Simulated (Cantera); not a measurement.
A Cantera script and its output.

```python
import numpy as np
import cantera as ct

gas = ct.Solution("gri30.yaml")
gas.TPX = 1598, 240000, {'CH4': 1, 'O2': 2.94, 'N2': 11.1}
reactor = ct.IdealGasConstPressureReactor(gas, energy="on", clone=False)
net = ct.ReactorNet([reactor])
net.rtol, net.atol = 1e-08, 1e-16
show = ['CH4', 'O2', 'O', 'N2O', 'H2O2', 'CO', 'CH2']
times = np.geomspace(1e-06, 0.4, 15)

steps = ct.SolutionArray(gas, extra=["t"])
rows = []
print(f"{'t/s':>10s}{'T/K':>9s}{'P/Pa':>11s}" + "".join(f"{s:>11s}" for s in show))
for t in times:
    while net.time < t:
        t_next = net.step()
        steps.append(gas.state, t=t_next)
    rows.append([np.interp(t, steps.t, y) for y in (steps.T, steps.P, *steps(*show).X.T)])
    print(f"{t:10.3e}{rows[-1][0]:9.1f}{rows[-1][1]:11.4g}" + "".join(f"{x:11.3e}" for x in rows[-1][2:]))
rate = np.gradient(steps.T, steps.t)
print("integrator steps:", len(steps.t))
if steps.T.max() > steps.T[0] + 200:
    print(f"time of steepest temperature rise: {steps.t[rate.argmax()]:.4e} s")
gas.TPX = 1598, 240000, {'CH4': 1, 'O2': 2.94, 'N2': 11.1}
gas.equilibrate("HP")
print(f"equilibrium (HP): T = {gas.T:.1f} K  " + "  ".join(f"{s} {gas[s].X[0]:.3e}" for s in show))
```

Result:

```
       t/s      T/K       P/Pa        CH4         O2          O        N2O       H2O2         CO        CH2
 1.000e-06   1598.0    2.4e+05  6.649e-02  1.955e-01  2.303e-08  1.128e-12  2.759e-09  1.323e-11  2.957e-13
 2.513e-06   1598.0    2.4e+05  6.649e-02  1.955e-01  2.773e-08  4.672e-12  1.241e-08  1.673e-10  1.196e-12
 6.314e-06   1598.0    2.4e+05  6.648e-02  1.955e-01  4.001e-08  2.250e-11  4.217e-08  2.385e-09  6.023e-12
 1.587e-05   1597.9    2.4e+05  6.646e-02  1.955e-01  8.035e-08  1.174e-10  1.103e-07  4.464e-08  4.494e-11
 3.986e-05   1598.0    2.4e+05  6.635e-02  1.954e-01  2.535e-07  5.885e-10  2.246e-07  1.317e-06  5.702e-10
 1.002e-04   1600.8    2.4e+05  6.528e-02  1.948e-01  1.273e-06  3.090e-09  6.663e-07  7.961e-05  1.181e-08
 2.517e-04   2571.4    2.4e+05  7.626e-17  6.524e-02  9.694e-03  7.693e-07  3.111e-07  1.893e-02  1.008e-15
 6.325e-04   2689.4    2.4e+05  6.176e-17  6.215e-02  5.597e-03  1.133e-06  4.657e-07  1.281e-02  6.140e-16
 1.589e-03   2682.5    2.4e+05  6.136e-17  5.967e-02  5.322e-03  1.165e-06  4.519e-07  1.270e-02  5.780e-16
 3.993e-03   2675.6    2.4e+05  6.094e-17  5.719e-02  5.054e-03  1.231e-06  4.380e-07  1.259e-02  5.421e-16
 1.003e-02   2673.7    2.4e+05  6.082e-17  5.653e-02  4.983e-03  1.253e-06  4.343e-07  1.256e-02  5.327e-16
 2.521e-02   2673.7    2.4e+05  6.082e-17  5.652e-02  4.982e-03  1.254e-06  4.343e-07  1.256e-02  5.325e-16
 6.335e-02   2673.7    2.4e+05  6.082e-17  5.652e-02  4.982e-03  1.254e-06  4.343e-07  1.256e-02  5.325e-16
 1.592e-01   2673.7    2.4e+05  6.082e-17  5.652e-02  4.982e-03  1.254e-06  4.343e-07  1.256e-02  5.325e-16
 4.000e-01   2673.7    2.4e+05  6.082e-17  5.652e-02  4.982e-03  1.254e-06  4.343e-07  1.256e-02  5.325e-16
integrator steps: 1857
time of steepest temperature rise: 2.1556e-04 s
equilibrium (HP): T = 2673.7 K  CH4 8.501e-17  O2 5.652e-02  O 4.982e-03  N2O 1.254e-06  H2O2 4.343e-07  CO 1.256e-02  CH2 6.581e-16
```

Computed with Cantera and GRI-Mech 3.0 (53 species, 325 reactions).
